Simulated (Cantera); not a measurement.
A perfectly stirred reactor is fed with C3H8 : O2 : N2 = 1 : 2.78 : 10.4 (molar parts), equivalence ratio 1.8, at 1130 Torr; it is adiabatic with a 450 K inlet, and is followed from long to short residence time, starting on the burning branch (τ in s: 0.027, 0.01, 0.0041, 0.0016, 0.00063, 0.00025, 9.6e-05, 3.8e-05, 1.5e-05).

Model: GRI-Mech 3.0 (53 species, 325 reactions), integrated in Cantera. GRI-Mech 3.0 was tuned for natural gas; its chemistry of propane as a main component is partial and can be far from experiment.

x: mole fraction; the columns are a selection and need not sum to one.

```json
[
 {"τ (s)": "0.027", "T (K)": "1898", "x C3H8": "5.09e-6", "x O2": "0.000726", "x OH": "5.31e-5", "x CO2": "0.0391", "x CH2CO": "4.19e-5"},
 {"τ (s)": "0.010", "T (K)": "1894", "x C3H8": "1.23e-5", "x O2": "0.00146", "x OH": "7.58e-5", "x CO2": "0.0395", "x CH2CO": "7.40e-5"},
 {"τ (s)": "0.0041", "T (K)": "1881", "x C3H8": "2.74e-5", "x O2": "0.00272", "x OH": "0.000103", "x CO2": "0.0390", "x CH2CO": "0.000118"},
 {"τ (s)": "0.0016", "T (K)": "1852", "x C3H8": "6.78e-5", "x O2": "0.00543", "x OH": "0.000134", "x CO2": "0.0369", "x CH2CO": "0.000195"},
 {"τ (s)": "0.00063", "T (K)": "1775", "x C3H8": "…", "x O2": "…", "x OH": "0.000142", "x CO2": "…", "x CH2CO": "…"},
 {"τ (s)": "0.00025", "T (K)": "450", "x C3H8": "0.0705", "x O2": "0.196", "x OH": "<1e-12", "x CO2": "<1e-12", "x CH2CO": "<1e-12"},
 {"τ (s)": "9.6e-5", "T (K)": "450", "x C3H8": "0.0705", "x O2": "0.196", "x OH": "<1e-12", "x CO2": "<1e-12", "x CH2CO": "<1e-12"},
 {"τ (s)": "3.8e-5", "T (K)": "450", "x C3H8": "0.0705", "x O2": "0.196", "x OH": "<1e-12", "x CO2": "<1e-12", "x CH2CO": "<1e-12"},
 {"τ (s)": "1.5e-5", "T (K)": "450", "x C3H8": "0.0705", "x O2": "0.196", "x OH": "<1e-12", "x CO2": "<1e-12", "x CH2CO": "<1e-12"}
]
```

Task: Complete the blanks.

Result: 
- 0.00063, x C3H8: 0.000221
- 0.00063, x O2: 0.0128
- 0.00063, x CO2: 0.0312
- 0.00063, x CH2CO: 0.000421
